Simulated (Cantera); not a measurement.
An isothermal, constant-pressure homogeneous reactor starts with 0.131 % CO, 2.24 % O2, 4.11 % H2O, 93.5 % N2, at 850 K and 45000 Pa.

Model: GRI-Mech 3.0 (53 species, 325 reactions), integrated in Cantera.

Problem. Predict: x(CO) at 100 s; x(O2) at 100 s; x(H2O) at 100 s; x(CO2) at 100 s; x(N2O) at 100 s.

Solution. 
- x(CO) at 100 s: 0.000657 (gas-phase equilibrium <1e-12)
- x(O2) at 100 s: 0.0221 (gas-phase equilibrium 0.0218)
- x(H2O) at 100 s: 0.0412 (gas-phase equilibrium 0.0412)
- x(CO2) at 100 s: 0.000653 (gas-phase equilibrium 0.00131)
- x(N2O) at 100 s: 4.14e-9 (gas-phase equilibrium 1.15e-10)
